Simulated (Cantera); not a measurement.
A Cantera script and what it prints.

```python
import numpy as np
import cantera as ct

gas_names = """
    C CH CH2 CH3 CH2OH CH3O CH4 CH3OH CO CO2 COOH C2 C2H CHCO,ketyl C2H2,acetylene C2H2,vinylidene
    CH2CO,ketene C2H3,vinyl CH3CO,acetyl C2H4 C2H4O,ethylen CH3CHO,ethanal CH3COOH (HCOOH)2 C2H5 C2H6
    CH3OCH3 C2H5OH C2O C3 C3H3,propargyl C3H4,allene C3H4,propyne C3H4,cyclo- C3H5,allyl C3H6,propylene
    C3H6,cyclo- C3H6O C3H7,n-propyl C3H7,i-propyl C3H8 C3H8O,1propanol C3H8O,2propanol C3O2 C4 C4H2
    C4H4,1,3-cyclo- C4H6,butadiene C4H6,2-butyne C4H6,cyclo- C4H8,1-butene C4H8,cis2-buten
    C4H8,tr2-butene C4H8,isobutene C4H8,cyclo- (CH3COOH)2 C4H9,n-butyl C4H9,i-butyl C4H9,s-butyl
    C4H9,t-butyl C4H10,isobutane C4H10,n-butane C5 C5H6,1,3cyclo- C5H8,cyclo- C5H10,1-pentene
    C5H10,cyclo- C5H11,pentyl C5H11,t-pentyl C5H12,n-pentane C5H12,i-pentane CH3C(CH3)2CH3 C6H2
    C6H5,phenyl C6H5O,phenoxy C6H6 C6H5OH,phenol C6H10,cyclo- C6H12,1-hexene C6H12,cyclo- C6H13,n-hexyl
    C7H7,benzyl C7H8 C7H8O,cresol C7H14,1-heptene C7H15,n-heptyl C7H16,n-heptane C8H8,styrene
    C8H10,ethylbenz C8H16,1-octene C8H17,n-octyl C8H18,isooctane C8H18,n-octane C9H19,n-nonyl
    C10H8,naphthale C10H21,n-decyl C12H9,o-bipheny C12H10,bipheny H HCO HO2 H2 HCHO,formaldehy HCOOH H2O
    H2O2 O OH O2 O3 Ti TiO TiO2
""".split()
cond_names = """
    C(gr) C6H6(L) C7H8(L) C8H18(L),n-octa H2O(s) H2O(L) Ti(a) Ti(b) Ti(L) TiC(s) TiC(L) TiO(a) TiO(b)
    TiO(L) TiO2(ru) TiO2(L) Ti2O3(a) Ti2O3(b) Ti2O3(L) Ti3O5(a) Ti3O5(b) Ti3O5(L) Ti4O7(s) Ti4O7(L)
""".split()


def load(file, names, dense=False):
    # The tables refer to 1 bar. Condensed volumes are neglected.
    table = {s.name: s for s in ct.Species.list_from_file(file)}
    out = []
    for n in names:
        d = dict(table[n].input_data)
        d["thermo"] = dict(d["thermo"], **{"reference-pressure": 1e5})
        if dense:
            d["equation-of-state"] = {"model": "constant-volume", "density": "1e6 g/cm^3"}
        out.append(ct.Species.from_dict(d))
    return out


gas = ct.Solution(thermo="ideal-gas", species=load("nasa_gas.yaml", gas_names))
cond = {s.name: ct.Solution(thermo="fixed-stoichiometry", species=[s], name=s.name)
        for s in load("nasa_condensed.yaml", cond_names, dense=True)}
atoms = {
    'Ti(OiPr)4': {'Ti': 1, 'C': 12, 'H': 28, 'O': 4},
    'C3H8': {'C': 3, 'H': 8},
    'H2': {'H': 2},
}
top_T = {'C(gr)': 4500}  # K; cautious upper limits of use, not melting points


def equilibrate(T, P, feed):
    n = {}
    for name, mol in feed.items():
        for a, k in atoms[name].items():
            n[a] = n.get(a, 0.0) + k * mol
    gas.TPX = T, P, n
    mass = sum(n.values()) * gas.mean_molecular_weight
    gas.equilibrate("TP")
    valid = [c for c in cond.values() if c.min_temp <= T <= top_T.get(c.name, c.max_temp)]
    mix = ct.Mixture([(gas, mass / gas.mean_molecular_weight)] + [(c, 0.0) for c in valid])
    mix.T, mix.P = T, P
    mix.equilibrate("TP", solver="vcs", rtol=1e-11, max_steps=5000)
    return mix


results = []
feed = {'Ti(OiPr)4': 1, 'C3H8': 0.18, 'H2': 6.2}  # mol
T = 1800  # K
P = 1333.22  # Pa
mix = equilibrate(T, P, feed)
results.append((T, P, feed, dict(zip(mix.species_names, mix.species_moles))))
x = sorted(zip(gas.X, gas.species_names), reverse=True)
print(f"T = {T:g} K  P = {P:g} Pa  gas = {mix.phase_moles(0):.4g} mol")
print("   x: " + "  ".join(f"{s} {v:.3e}" for v, s in x if v > 0.0001))
print("   condensed (mol): " + ("  ".join(f"{mix.phase(i).name} {mix.phase_moles(i):.4g}"
      for i in range(1, mix.n_phases) if mix.phase_moles(i) > 1e-12) or "none"))
```

Output:

```
T = 1800 K  P = 1333.22 Pa  gas = 24.96 mol
   x: H2 8.367e-01  CO 1.603e-01  H 2.837e-03  C2H2,acetylene 1.467e-04
   condensed (mol): C(gr) 7.532  TiC(s) 1
```

Equilibrium computed with Cantera from the NASA thermochemical tables; the gas is ideal and each condensed phase is pure. The feed counts by its element totals alone. TiC: taken at fixed stoichiometry.
